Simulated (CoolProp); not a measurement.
Tetrahydrofuran along the isobar 3.71 MPa: Z from the reference equation and from simpler models built on Tc = 540.2 K, pc = 5.304 MPa, ω = 0.234; each cubic takes its own stable root.

Model: reference Helmholtz-energy equation of state, Fiedler 2023, in CoolProp.

```
T (K)   phase  reference  Soave-Redlich-Kwong  Peng-Robinson
-----  ------  ---------  -------------------  -------------
220.3  liquid     0.1510               0.1653         0.1474
237.8  liquid     0.1426               0.1553         0.1383
255.3  liquid     0.1354               0.1468         0.1307
272.7  liquid     0.1293               0.1397         0.1242
290.2  liquid     0.1241               0.1336         0.1187
307.7  liquid     0.1195               0.1284         0.1140
325.1  liquid     0.1157               0.1241         0.1100
342.6  liquid     0.1123               0.1204         0.1067
360    liquid     0.1095               0.1175         0.1040
377.5  liquid     0.1072               0.1153         0.1019
395    liquid     0.1053               0.1136         0.1005
412.4  liquid     0.1039               0.1128        0.09960
429.9  liquid     0.1030               0.1126        0.09946
447.4  liquid     0.1027               0.1135         0.1002
464.8  liquid     0.1031               0.1156         0.1021
```
